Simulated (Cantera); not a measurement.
Feed: 1 mol SiH2Cl2, 11 mol NH3, 0.76 mol H2, held at 1350 K and 0.900 Torr.

These are equilibrium values from Cantera (NASA tables, ideal gas, pure condensed phases), not measurements of a reactor. Candidate condensed phases: NH4Cl, Si, Si3N4; 28 gas species. The tables' values for SiCl3 are old estimates; treat these amounts as uncertain. Rates play no part.

What is the equilibrium state?


```json
{
  "x(H2)": "0.717",
  "x(N2)": "0.201",
  "x(HCl)": "0.0809",
  "x(SiCl2)": "0.000969",
  "x(H)": "5.82e-5",
  "x(SiCl3)": "2.35e-5",
  "x(Cl)": "5.48e-6",
  "x(SiCl4)": "2.84e-6",
  "x(SiHCl3)": "1.44e-6",
  "n(Si3N4(s))": "0.325 mol",
  "gas_amount": "24.11 mol",
  "log10 activity of Si(s) (absent)": "-1.42"
}
```
